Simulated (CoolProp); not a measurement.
Vapour-liquid equilibrium of propylene (1) + propane (2) at 235.3 K; x and y are mole fractions of (1).

The numbers come from the multi-fluid Helmholtz-energy mixture model, Lemmon 2013 and Lemmon 2009; pair parameters Bell 2016 in CoolProp.

| x | bubble pressure, mixture model (MPa) | bubble pressure, Raoult's law (MPa) | y, mixture model | y, Raoult's law |
|---|---|---|---|---|
| 0.05 | 0.1243 | 0.1235 | 0.068 | 0.063 |
| 0.2 | 0.1311 | 0.1284 | 0.251 | 0.241 |
| 0.35 | 0.1371 | 0.1334 | 0.411 | 0.406 |
| 0.5 | 0.1423 | 0.1383 | 0.557 | 0.560 |
| 0.65 | 0.1468 | 0.1432 | 0.693 | 0.702 |
| 0.8 | 0.1506 | 0.1482 | 0.825 | 0.836 |
| 0.95 | 0.1538 | 0.1531 | 0.956 | 0.960 |

The largest gap from Raoult's law is +2.9 % in bubble pressure, at x = 0.5. No azeotrope shows between x = 0.05 and 0.95.

Pair parameters are fitted to limited data, so mixtures are less certain than the pure fluids.
